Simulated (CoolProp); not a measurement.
Model: reference Helmholtz-energy equation of state, Thol 2017, in CoolProp.

Task: Give the vapour pressure (MPa), liquid density (kg/m³), enthalpy of vaporisation (kJ/kg) of saturated octamethyltrisiloxane (MDM) at 316.9, 332.3, 363.1 K.

Result: 
| T (K) | p (MPa) | liquid density (kg/m³) | enthalpy of vaporisation (kJ/kg) |
|---|---|---|---|
| 316.9 | 0.00155 | 796 | 197 |
| 332.3 | 0.00350 | 780 | 191 |
| 363.1 | 0.0136 | 748 | 179 |
